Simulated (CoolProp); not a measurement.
Hexamethyldisiloxane (MM) along the isotherm 251.85 °C: fugacity coefficient from the reference equation and from simpler models built on Tc = 245.6 °C, pc = 19.31 bar, ω = 0.418; each cubic takes its own stable root.

Values from CoolProp's reference Helmholtz-energy equation of state, Thol 2016.

```json
[
 {"p (bar)": "3.62", "phase": "gas", "reference": "0.9365", "van der Waals": "0.9462", "Redlich-Kwong": "0.9390", "Soave-Redlich-Kwong": "0.9396"},
 {"p (bar)": "7.24", "phase": "gas", "reference": "0.8742", "van der Waals": "0.8926", "Redlich-Kwong": "0.8793", "Soave-Redlich-Kwong": "0.8804"},
 {"p (bar)": "10.9", "phase": "gas", "reference": "0.8123", "van der Waals": "0.8384", "Redlich-Kwong": "0.8197", "Soave-Redlich-Kwong": "0.8215"},
 {"p (bar)": "14.5", "phase": "gas", "reference": "0.7521", "van der Waals": "0.7842", "Redlich-Kwong": "0.7613", "Soave-Redlich-Kwong": "0.7637"},
 {"p (bar)": "18.1", "phase": "gas", "reference": "0.6913", "van der Waals": "0.7275", "Redlich-Kwong": "0.7017", "Soave-Redlich-Kwong": "0.7050"},
 {"p (bar)": "21.7", "phase": "supercritical", "reference": "0.6239", "van der Waals": "0.6583", "Redlich-Kwong": "0.6331", "Soave-Redlich-Kwong": "0.6395"},
 {"p (bar)": "25.3", "phase": "supercritical", "reference": "0.5550", "van der Waals": "0.5931", "Redlich-Kwong": "0.5669", "Soave-Redlich-Kwong": "0.5737"},
 {"p (bar)": "29", "phase": "supercritical", "reference": "0.5006", "van der Waals": "0.5421", "Redlich-Kwong": "0.5145", "Soave-Redlich-Kwong": "0.5211"}
]
```
